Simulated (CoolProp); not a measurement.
Vapour pressure (MPa) of R123: the reference equation beside estimates from Tc = 183.7 °C, pc = 3.662 MPa, ω = 0.282. Clausius-Clapeyron is anchored at 39.75 °C with a constant enthalpy of vaporisation of 25.24 kJ/mol.

Computed with CoolProp (reference Helmholtz-energy equation of state, Younglove 1994). It is a modified Benedict-Webb-Rubin equation, recast in Helmholtz form.

| T (°C) | reference | Clausius-Clapeyron | Redlich-Kwong | Soave-Redlich-Kwong | Peng-Robinson |
|---|---|---|---|---|---|
| 39.75 | 0.1532 | 0.1532 | 0.2658 | 0.1529 | 0.1528 |
| 49.45 | 0.2089 | 0.2051 | 0.3447 | 0.2089 | 0.2080 |
| 59.25 | 0.2798 | 0.2707 | 0.4402 | 0.2804 | 0.2784 |
| 69.05 | 0.3677 | 0.3516 | 0.5532 | 0.3693 | 0.3658 |
| 78.85 | 0.4751 | 0.4501 | 0.6853 | 0.4781 | 0.4727 |
| 88.65 | 0.6045 | 0.5686 | 0.8379 | 0.6096 | 0.6020 |
| 98.45 | 0.7587 | 0.7094 | 1.013 | 0.7666 | 0.7565 |
| 108.25 | 0.9404 | 0.8751 | 1.211 | 0.9518 | 0.9391 |
| 118.05 | 1.153 | 1.068 | 1.434 | 1.168 | 1.153 |
| 127.85 | 1.399 | 1.291 | 1.683 | 1.419 | 1.402 |

Absolute difference from the reference over all 10 rows, mean and median: Clausius-Clapeyron 4.9 and 5.6 %, Redlich-Kwong 43.6 and 41.4 %, Soave-Redlich-Kwong 0.7 and 0.7 %, Peng-Robinson 0.3 and 0.4 %.
